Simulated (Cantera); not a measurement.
A closed system holds: 1 mol TEOS, 6 mol N2O, 11 mol H2, equilibrated at 1000 K and 1.00 bar.

Equilibrium computed with Cantera from the NASA thermochemical tables; the gas is ideal and each condensed phase is pure. Candidate condensed phases: C, C6H6, C7H8, C8H18, H2O, Si, SiC, SiO2, Si2N2O, Si3N4; 151 gas species. The feed counts by its element totals alone. Kinetics and transport are ignored.

Base state: H2 0.554, N2 0.186, CO 0.175, H2O 0.0383, CH4 0.0293, CO2 0.0174, NH3 0.000104 (mole fractions); condensed: C(graphite) + SiO2(β-quartz).

Question: What changes in the equilibrium state with this change: N2O from 6 to 0.22 mol?

Answer: 
| species | before | after |
|---|---|---|
| H2 | 0.554 | 0.824 |
| CO | 0.175 | 0.0734 |
| CH4 | 0.0293 | 0.0649 |
| N2 | 0.186 | 0.0102 |
| CO2 | 0.0174 | 0.00306 |
| H2O | 0.0383 | 0.0239 |
| NH3 | 0.000104 | 4.41e-5 |
| C(graphite), mol | 0.851 | 4.97 |
| SiO2(β-quartz), mol | 1.00 | 1.00 |
